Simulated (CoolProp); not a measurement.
Vapour pressure (MPa) of carbon dioxide: the reference equation beside estimates from Tc = 31.0 °C, pc = 7.377 MPa, ω = 0.224. Clausius-Clapeyron is anchored at -29.65 °C with a constant enthalpy of vaporisation of 13.33 kJ/mol.

Values from CoolProp's reference Helmholtz-energy equation of state, Span 1996.

```json
[
 {"T (°C)": "-37.65", "reference": "1.094", "Lee-Kesler": "1.094", "Clausius-Clapeyron": "1.155", "van der Waals": "2.428", "Redlich-Kwong": "1.432", "Soave-Redlich-Kwong": "1.097", "Peng-Robinson": "1.085"},
 {"T (°C)": "-35.65", "reference": "1.175", "Lee-Kesler": "1.175", "Clausius-Clapeyron": "1.223", "van der Waals": "2.527", "Redlich-Kwong": "1.524", "Soave-Redlich-Kwong": "1.178", "Peng-Robinson": "1.165"},
 {"T (°C)": "-33.65", "reference": "1.260", "Lee-Kesler": "1.259", "Clausius-Clapeyron": "1.294", "van der Waals": "2.628", "Redlich-Kwong": "1.620", "Soave-Redlich-Kwong": "1.264", "Peng-Robinson": "1.249"},
 {"T (°C)": "-31.65", "reference": "1.350", "Lee-Kesler": "1.349", "Clausius-Clapeyron": "1.368", "van der Waals": "2.732", "Redlich-Kwong": "1.720", "Soave-Redlich-Kwong": "1.355", "Peng-Robinson": "1.338"},
 {"T (°C)": "-29.65", "reference": "1.445", "Lee-Kesler": "1.443", "Clausius-Clapeyron": "1.445", "van der Waals": "2.839", "Redlich-Kwong": "1.825", "Soave-Redlich-Kwong": "1.450", "Peng-Robinson": "1.432"},
 {"T (°C)": "-27.65", "reference": "1.544", "Lee-Kesler": "1.541", "Clausius-Clapeyron": "1.524", "van der Waals": "2.948", "Redlich-Kwong": "1.933", "Soave-Redlich-Kwong": "1.550", "Peng-Robinson": "1.531"},
 {"T (°C)": "-25.65", "reference": "1.648", "Lee-Kesler": "1.645", "Clausius-Clapeyron": "1.607", "van der Waals": "3.060", "Redlich-Kwong": "2.046", "Soave-Redlich-Kwong": "1.655", "Peng-Robinson": "1.634"},
 {"T (°C)": "-23.65", "reference": "1.757", "Lee-Kesler": "1.753", "Clausius-Clapeyron": "1.692", "van der Waals": "3.174", "Redlich-Kwong": "2.164", "Soave-Redlich-Kwong": "1.765", "Peng-Robinson": "1.743"},
 {"T (°C)": "-21.65", "reference": "1.871", "Lee-Kesler": "1.867", "Clausius-Clapeyron": "1.781", "van der Waals": "3.291", "Redlich-Kwong": "2.286", "Soave-Redlich-Kwong": "1.881", "Peng-Robinson": "1.857"},
 {"T (°C)": "-19.65", "reference": "1.991", "Lee-Kesler": "1.985", "Clausius-Clapeyron": "1.873", "van der Waals": "3.410", "Redlich-Kwong": "2.412", "Soave-Redlich-Kwong": "2.002", "Peng-Robinson": "1.976"},
 {"T (°C)": "-17.55", "reference": "2.123", "Lee-Kesler": "2.116", "Clausius-Clapeyron": "1.973", "van der Waals": "3.539", "Redlich-Kwong": "2.550", "Soave-Redlich-Kwong": "2.135", "Peng-Robinson": "2.108"},
 {"T (°C)": "-15.55", "reference": "2.254", "Lee-Kesler": "2.246", "Clausius-Clapeyron": "2.071", "van der Waals": "3.664", "Redlich-Kwong": "2.687", "Soave-Redlich-Kwong": "2.268", "Peng-Robinson": "2.239"},
 {"T (°C)": "-13.55", "reference": "2.391", "Lee-Kesler": "2.382", "Clausius-Clapeyron": "2.173", "van der Waals": "3.792", "Redlich-Kwong": "2.828", "Soave-Redlich-Kwong": "2.407", "Peng-Robinson": "2.376"},
 {"T (°C)": "-11.55", "reference": "2.534", "Lee-Kesler": "2.524", "Clausius-Clapeyron": "2.278", "van der Waals": "3.922", "Redlich-Kwong": "2.974", "Soave-Redlich-Kwong": "2.552", "Peng-Robinson": "2.520"},
 {"T (°C)": "-9.55", "reference": "2.683", "Lee-Kesler": "2.672", "Clausius-Clapeyron": "2.386", "van der Waals": "4.056", "Redlich-Kwong": "3.125", "Soave-Redlich-Kwong": "2.703", "Peng-Robinson": "2.670"}
]
```

Absolute difference from the reference over all 15 rows, mean and median: Lee-Kesler 0.2 and 0.2 %, Clausius-Clapeyron 5.2 and 4.8 %, van der Waals 82.8 and 80.6 %, Redlich-Kwong 23.3 and 23.2 %, Soave-Redlich-Kwong 0.5 and 0.5 %, Peng-Robinson 0.8 and 0.8 %.
